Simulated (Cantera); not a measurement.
Charge: 1 mol C₃H₈, 5.5 mol CO₂, 72 mol H₂, 1.5 mol O₂, held at 10.0 mbar.

Cantera equilibrium calculation (NASA polynomials, part measured and part estimated; ideal gas, pure solids and liquids). Candidate condensed phases: C, C₆H₆, C₇H₈, C₈H₁₈, H₂O; 110 gas species. Equilibrium is a limit: real reactors are often held back by kinetics, nucleation or transport.

Question: At 1100 °C, list the 4 most abundant gas species with their mole fractions, and the condensed phases.

Answer: H₂ 0.838, CO 0.0971, H₂O 0.0616, CO₂ 0.00347. Condensed: gas only.
